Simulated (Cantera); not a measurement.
A perfectly stirred reactor is fed with H2 : O2 : N2 = 1 : 0.694 : 8.33 (molar parts), equivalence ratio 0.72, at 1650 Torr; it is adiabatic with a 650 K inlet, and is followed from long to short residence time, starting on the burning branch (τ in s: 0.41, 0.16, 0.059, 0.023, 0.0086, 0.0033, 0.0013, 0.00048, 0.00018, 7e-05, 2.7e-05, 1e-05).

Detailed kinetics in Cantera: the H2/O2 subset of GRI-Mech 3.0, which has no nitrogen chemistry. The hydrogen kinetics of GRI-Mech 3.0 are dated; newer H2 mechanisms differ, most at raised pressure.

One state of this run: T (K) = 1306; x H2 = 0.00942; x O2 = 0.0248; x H2O2 = 3.74e-6; x H = 0.00277; x O = 0.00106. x: mole fraction; the columns are a selection and need not sum to one.

Question: Which value of τ (s) does it belong to?
A) 0.023
B) 0.16
C) 0.00018
D) 0.0086

Answer: C, 0.00018
